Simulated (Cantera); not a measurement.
A closed system holds: 1 mol SiH₄, 0.22 mol NH₃, 6.6 mol N₂, equilibrated at 1998.15 K and 0.00250 bar.

These are equilibrium values from Cantera (NASA tables, ideal gas, pure condensed phases), not measurements of a reactor. Candidate condensed phases: Si, Si₃N₄; 18 gas species. The tables' values for SiN are old estimates; treat these amounts as uncertain. Gases not in the tables: Si₂H₆ and higher silanes. The numbers say what is thermodynamically allowed, not how fast it happens.

Base state: N₂ 0.723, H₂ 0.243, Si 0.0170, H 0.0158, SiH 0.000286, Si₂N 0.000249, SiN 0.000189, Si₂ 0.000176 (mole fractions); condensed: Si(l).

What changes in the equilibrium state with this change: temperature from 1998.15 K to 1800 K?


| species | before | after |
|---|---|---|
| N₂ | 0.723 | 0.740 |
| H₂ | 0.243 | 0.255 |
| H | 0.0158 | 0.00362 |
| Si | 0.0170 | 0.00127 |
| Si₂ | 0.000176 | 7.68e-6 |
| Si₃ | 3.77e-5 | 1.83e-6 |
| SiN | 0.000189 | 2.42e-5 |
| Si(l), mol | 0.828 | 0.987 |

What changes in the equilibrium state with this change: pressure from 0.00250 bar to 0.00160 bar?


| species | before | after |
|---|---|---|
| N₂ | 0.723 | 0.714 |
| H₂ | 0.243 | 0.238 |
| Si | 0.0170 | 0.0266 |
| H | 0.0158 | 0.0196 |
| Si₂ | 0.000176 | 0.000275 |
| Si₃ | 3.77e-5 | 5.90e-5 |
| SiN | 0.000189 | 0.000235 |
| Si(l), mol | 0.828 | 0.732 |

What changes in the equilibrium state with this change: SiH₄ replaced by SiCl₄?


| species | before | after |
|---|---|---|
| N₂ | 0.723 | 0.695 |
| Cl | 0 | 0.133 |
| SiCl₂ | 0 | 0.0968 |
| H₂ | 0.243 | 0.000149 |
| HCl | 0 | 0.0677 |
| Si | 0.0170 | 2.24e-5 |
| H | 0.0158 | 0.000393 |
| SiCl₃ | 0 | 0.00620 |
| SiCl₄ | 0 | 0.000458 |
| Si(l), mol | 0.828 | 0 |
The tables' values for SiCl₃, SiCl are old estimates; treat these amounts as uncertain. Further candidate phases: NH₄Cl.
